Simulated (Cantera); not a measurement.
Charge: 1 mol CH4, 0.4 mol CO2, 11 mol H2, equilibrated at 1.00 bar.

Cantera equilibrium calculation (NASA polynomials, part measured and part estimated; ideal gas, pure solids and liquids). Candidate condensed phases: C, C6H6, C7H8, C8H18, H2O; 110 gas species. Equilibrium is a limit: real reactors are often held back by kinetics, nucleation or transport.

x: gas mole fraction; n: condensed amount in mol.

```tsv
T (K)	x H2	x CH4	x H2O	x CO	x CO2	x C2H6	n C(graphite)
775	0.811	0.120	0.0686	0.000168	7.17e-5	?	0
800	0.811	0.120	0.0680	0.000485	0.000172	?	0
825	0.813	0.119	0.0667	0.00129	0.000378	?	0
850	0.816	0.116	0.0639	0.00310	0.000740	?	0
875	0.822	0.111	0.0588	0.00659	0.00124	?	0
900	0.831	0.103	0.0514	0.0122	0.00173	8.57e-7	0
925	0.842	0.0938	0.0423	0.0197	0.00200	9.05e-7	0
950	0.854	0.0834	0.0328	0.0281	0.00194	9.05e-7	0
975	0.864	0.0735	0.0241	0.0364	0.00162	8.81e-7	0
1000	0.873	0.0651	0.0168	0.0436	0.00120	8.56e-7	0
1025	0.882	0.0571	0.0114	0.0489	0.000823	8.10e-7	0.0209
1050	0.894	0.0457	0.00837	0.0516	0.000570	?	0.119
1075	0.903	0.0368	0.00612	0.0536	0.000390	?	0.199
1100	0.911	0.0298	0.00448	0.0550	0.000267	?	0.266
```

Question: What belongs in the gaps?

Answer: 
- 775, x C2H6: 2.53e-7
- 800, x C2H6: 3.54e-7
- 825, x C2H6: 4.80e-7
- 850, x C2H6: 6.22e-7
- 875, x C2H6: 7.57e-7
- 1050, x C2H6: 6.28e-7
- 1075, x C2H6: 4.89e-7
- 1100, x C2H6: 3.83e-7
